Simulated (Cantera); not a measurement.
Charge: 1 mol CuO, 2.6 mol C, 0.018 mol CO, at 2450 K and 46000 Pa.

Method: chemical equilibrium by Gibbs-energy minimisation in Cantera with the NASA 1993 tables (ideal gas, pure condensed phases). Candidate condensed phases: C, Cu, CuO, Cu2O; 15 gas species. Equilibrium is a limit: real reactors are often held back by kinetics, nucleation or transport.

Base state: CO 0.719, Cu 0.277, Cu2 0.00387 (mole fractions); condensed: C(graphite) + Cu(l).

Problem. What changes in the equilibrium state with this change: temperature from 2450 K to 2400 K?

Solution. 
```tsv
species	before	after
CO	0.719	0.794
Cu	0.277	0.203
Cu2	0.00387	0.00254
C(graphite), mol	1.60	1.60
Cu(l), mol	0.596	0.733
```
